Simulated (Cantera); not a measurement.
Source: NASA polynomial tables (part measured, part estimated), evaluated in Cantera. Values are per mole of reaction as written; species without (g) are pure solids or liquids, kept so even where they would boil at 1 bar.

Problem. Between 300 and 1075 K, where is each reaction favourable under standard conditions?
- Na2S + 2 F2(g) → 2 Na + SF4(g)

Solution. 
- Na2S + 2 F2(g) → 2 Na + SF4(g): ΔG° is -367 kJ at 300 K and -299 kJ at 1075 K; it stays negative (K > 1). ΔH° is -394 kJ and ΔS° -89 J/K at 1075 K.
